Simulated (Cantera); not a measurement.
A Cantera script and what it prints.

```python
import numpy as np
import cantera as ct

gas_names = """
    B BH BH2 BH3 BN B2 H H2 N NH NH2 NH3 N2 N2H2 N2H4
""".split()
cond_names = """
    B(b) B(L) BN(s)
""".split()


# ... load() reads the species with a 1 bar reference pressure and builds the phases ...
atoms = {
    'B': {'B': 1},
    'NH3': {'N': 1, 'H': 3},
}
top_T = {'BN(s)': 3200}  # K; cautious upper limits of use, not melting points


# ... equilibrate(T, P, feed) seeds the gas with the atoms and calls Mixture.equilibrate('TP', solver="vcs", rtol=1e-11, max_steps=5000) ...
results = []
feed = {'B': 1, 'NH3': 3.3}  # mol
T = 1050  # K
P = 18000  # Pa
mix = equilibrate(T, P, feed)
results.append((T, P, feed, dict(zip(mix.species_names, mix.species_moles))))
print(gas.report(threshold=0.0001))
for i in range(1, mix.n_phases):
    print(f"{mix.phase(i).name:16s} {mix.phase_moles(i):12.5e} mol")
```

Output:

```
       temperature   1050 K
          pressure   18000 Pa
           density   0.014262 kg/m^3
  mean mol. weight   6.9174 kg/kmol
   phase of matter   gas

                          1 kg             1 kmol
                     ---------------   ---------------
          enthalpy        3.2339e+06         2.237e+07  J
   internal energy        1.9719e+06         1.364e+07  J
           entropy             28580         1.977e+05  J/K
    Gibbs function       -2.6775e+07       -1.8521e+08  J
 heat capacity c_p            4464.1             30880  J/K
 heat capacity c_v            3262.1             22566  J/K

                      mass frac. Y      mole frac. X     chem. pot. / RT
                     ---------------   ---------------   ---------------
                H2           0.23649           0.81146           -19.552
                N2           0.76345           0.18852           -28.373
     [  +13 minor]        5.9668e-05        2.4251e-05

B(b)              0.00000e+00 mol
BN(s)             1.00000e+00 mol
```

Equilibrium computed with Cantera from the NASA thermochemical tables; the gas is ideal and each condensed phase is pure.
